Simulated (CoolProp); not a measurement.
The fluid at 887.8 K and 1.67 MPa flows at 0.43 m/s in a round tube of 100 mm bore and 1.5 µm roughness, fully developed (64/Re and Nu = 3.66 if laminar; Colebrook and Gnielinski if turbulent). The same conditions are run with several fluids, on thermodynamics alone (safety and materials aside).

The numbers come from the reference Helmholtz-energy equation of state of each fluid (oxygen: Schmidt 1985; carbon dioxide: Span 1996; dry air: Lemmon 2000; water: Wagner 2002; nitrogen: Span 2000) in CoolProp. Blends and air are pseudo-pure fits.

Q: Rank oxygen, carbon dioxide, dry air, water, nitrogen by Reynolds number, highest first.

A: carbon dioxide (11300), nitrogen (7040), dry air (6980), oxygen (6800), water (5310)

```csv
fluid,Darcy friction factor,pressure drop (Pa/m),heat-transfer coefficient (W/(m² K)),mass flow (kg/h)
oxygen,0.0343,0.229,14.3,87.6
carbon dioxide,0.0299,0.275,20.7,121
dry air,0.0341,0.205,13.6,79.2
water,0.0368,0.140,15.6,49.9
nitrogen,0.0340,0.198,13.4,76.6
```

Above 300 K oxygen's equation is extrapolated.

Transport values come from each fluid's own correlations.
